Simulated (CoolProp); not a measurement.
A Linde-Hampson liquefier for dry air: isothermal reversible compression at 290 K from 1 atm to 5 MPa, throttling to 1 atm, return gas leaving the recuperator 5 K below the feed. Each further row changes one setting.

Computed with CoolProp (reference Helmholtz-energy equation of state, Lemmon 2000). It is a pseudo-pure fit of the blend.

| case | liquid yield per pass | compression work (kJ/kg of gas) |
|---|---|---|
| as stated | … | 323 |
| high pressure 10 MPa | 0.041 | … |
| warm-end temperature 320 K | 0.009 | 358 |
| warm-end gap 10 K | … | 323 |

**Question.** Some entries are withheld; supply them.

**Answer.** 
- as stated, liquid yield per pass: 0.015
- high pressure 10 MPa, compression work (kJ/kg of gas): 380
- warm-end gap 10 K, liquid yield per pass: 0.003
